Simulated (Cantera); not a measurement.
What does this Cantera script print?

```python
import numpy as np
import cantera as ct

gas = ct.Solution("gri30.yaml")
gas.TPX = 1650, 680000, {'CH4': 1, 'H2O': 1.1}
reactor = ct.IdealGasConstPressureReactor(gas, energy="off", clone=False)
net = ct.ReactorNet([reactor])
net.rtol, net.atol = 1e-08, 1e-18
show = ['CH4', 'H2O', 'CO2', 'OH', 'H2', 'CH2', 'C2H']
times = np.geomspace(5e-06, 2, 12)

steps = ct.SolutionArray(gas, extra=["t"])
rows = []
print(f"{'t/s':>10s}{'T/K':>9s}{'P/Pa':>11s}" + "".join(f"{s:>11s}" for s in show))
for t in times:
    while net.time < t:
        t_next = net.step()
        steps.append(gas.state, t=t_next)
    rows.append([np.interp(t, steps.t, y) for y in (steps.T, steps.P, *steps(*show).X.T)])
    print(f"{t:10.3e}{rows[-1][0]:9.1f}{rows[-1][1]:11.4g}" + "".join(f"{x:11.3e}" for x in rows[-1][2:]))
rate = np.gradient(steps.T, steps.t)
print("integrator steps:", len(steps.t))
if steps.T.max() > steps.T[0] + 200:
    print(f"time of steepest temperature rise: {steps.t[rate.argmax()]:.4e} s")
gas.TPX = 1650, 680000, {'CH4': 1, 'H2O': 1.1}
gas.equilibrate("TP")
print(f"equilibrium (TP): T = {gas.T:.1f} K  " + "  ".join(f"{s} {gas[s].X[0]:.3e}" for s in show))
```

Output:

```
       t/s      T/K       P/Pa        CH4        H2O        CO2         OH         H2        CH2        C2H
 5.000e-06   1650.0    6.8e+05  4.759e-01  5.238e-01  2.206e-15  5.264e-07  1.283e-04  4.099e-09  1.881e-16
 1.615e-05   1650.0    6.8e+05  4.752e-01  5.237e-01  1.401e-12  8.558e-07  4.632e-04  1.092e-08  2.500e-14
 5.218e-05   1650.0    6.8e+05  4.730e-01  5.235e-01  1.951e-10  1.080e-06  1.742e-03  1.744e-08  1.047e-12
 1.686e-04   1650.0    6.8e+05  4.646e-01  5.224e-01  1.989e-08  1.448e-06  7.532e-03  3.154e-08  4.419e-11
 5.446e-04   1650.0    6.8e+05  4.335e-01  5.142e-01  1.155e-06  1.577e-06  3.481e-02  3.741e-08  1.151e-09
 1.759e-03   1650.0    6.8e+05  3.577e-01  4.862e-01  1.879e-05  1.315e-06  1.128e-01  3.005e-08  7.353e-09
 5.684e-03   1650.0    6.8e+05  2.448e-01  4.416e-01  1.807e-04  1.093e-06  2.319e-01  2.721e-08  1.595e-08
 1.836e-02   1650.0    6.8e+05  1.413e-01  3.938e-01  1.393e-03  9.751e-07  3.447e-01  2.520e-08  2.207e-08
 5.932e-02   1650.0    6.8e+05  1.077e-01  3.432e-01  6.336e-03  8.513e-07  4.089e-01  2.034e-08  2.063e-08
 1.916e-01   1650.0    6.8e+05  1.057e-01  2.686e-01  1.264e-02  6.206e-07  4.690e-01  1.244e-08  1.288e-08
 6.191e-01   1650.0    6.8e+05  9.199e-02  1.812e-01  1.350e-02  3.872e-07  5.465e-01  6.317e-09  5.832e-09
 2.000e+00   1650.0    6.8e+05  6.560e-02  1.101e-01  1.003e-02  2.212e-07  6.199e-01  3.062e-09  1.943e-09
integrator steps: 1481
equilibrium (TP): T = 1650.0 K  CH4 1.657e-04  H2O 2.228e-02  CO2 2.285e-03  OH 4.119e-08  H2 7.337e-01  CH2 5.546e-12  C2H 7.063e-15
```

Computed with Cantera and GRI-Mech 3.0 (53 species, 325 reactions).
